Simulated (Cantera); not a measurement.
A closed system holds: 1 mol B2H6, 0.12 mol H2O, 1 mol H2, 0.14 mol NH3, held at 12.0 Torr.

Equilibrium computed with Cantera from the NASA thermochemical tables; the gas is ideal and each condensed phase is pure. Candidate condensed phases: B, BN, B2O3, B3O3H3, H2O; 39 gas species. The feed counts by its element totals alone. Mutual solubility and eutectic melting of coexisting phases are not modelled. The numbers say what is thermodynamically allowed, not how fast it happens.

What share of the B ends up in condensed phases as a function of T (K), at 750, 900, 1050, 1200, 1350, 1500, 1650, 1800, 1950?


| T (K) | B condensed (%) | as |
|---|---|---|
| 750 | 99.7 | B(s) + BN(s) + B2O3(l) |
| 900 | 99.6 | B(s) + BN(s) + B2O3(l) |
| 1050 | 99.5 | B(s) + BN(s) + B2O3(l) |
| 1200 | 99.3 | B(s) + BN(s) + B2O3(l) |
| 1350 | 98.3 | B(s) + BN(s) + B2O3(l) |
| 1500 | 94.2 | B(s) + BN(s) |
| 1650 | 94.0 | B(s) + BN(s) |
| 1800 | 94.0 | B(s) + BN(s) |
| 1950 | 93.9 | B(s) + BN(s) |
